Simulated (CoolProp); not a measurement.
Model: reference Helmholtz-energy equation of state, Leachman 2009, in CoolProp.

**Question.** For normal hydrogen, give the phase and the cp (kJ/(kg K)), conductivity (mW/(m K)) at 155.7 K and 2.25 bar; 370.4 K and 2.25 bar.

**Answer.** 
- 155.7 K and 2.25 bar: gas; cp 12.8, conductivity 105
- 370.4 K and 2.25 bar: gas; cp 14.5, conductivity 219

Thermal conductivity comes from a separate model (Assael 2011).
